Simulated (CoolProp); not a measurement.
20 sccm (0 °C, 1 atm) of nitrogen bubbles through liquid decamethylcyclopentasiloxane (D5) at 372.6 K and leaves saturated at a total pressure of 0.0403 MPa (ideal gas phase). Each further row changes one setting.

The numbers come from the reference Helmholtz-energy equation of state, Thol 2019 in CoolProp.

```csv
case,vapour pressure (kPa),mole fraction of vapour,delivery (mg/min),delivery (sccm),change of delivery for a bath 1 K warmer (%)
as stated,2.44,0.0605,21.3,1.29,5.2
bath temperature 377.6 K,3.08,0.0764,27.4,1.65,5.1
total pressure 0.0806 MPa,2.44,0.0302,10.3,0.623,5.0
```
